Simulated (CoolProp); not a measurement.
A single-stage vapour-compression cycle with hydrogen sulfide: evaporating at 199.15 K (dew point), condensing at 257.15 K (bubble point), superheat 10 K, subcooling 2 K, compressor efficiency 0.9, no pressure losses. Each further row changes one setting.

Computed with CoolProp (reference Helmholtz-energy equation of state, Lemmon 2006). It is a short technical equation, of lower accuracy than the large ones.

```csv
case,cooling COP,pressure ratio,discharge temperature (K),refrigerating effect (kJ/kg),volumetric capacity (kJ/m³)
as stated,2.29,13.1,411.5,460,436
evaporating temperature 204.15 K,?,?,391.9,?,575
condensing temperature 252.15 K,2.57,11.0,394.4,470,446
subcooling 7 K,2.34,13.1,411.5,470,446
superheat 20 K,?,13.1,429.9,470,?
compressor efficiency 0.8,2.04,13.1,?,460,436
```

Task: What belongs in the gaps?

Result: 
- evaporating temperature 204.15 K, cooling COP: 2.65
- evaporating temperature 204.15 K, pressure ratio: 9.81
- evaporating temperature 204.15 K, refrigerating effect (kJ/kg): 464
- superheat 20 K, cooling COP: 2.24
- superheat 20 K, volumetric capacity (kJ/m³): 425
- compressor efficiency 0.8, discharge temperature (K): 434.7
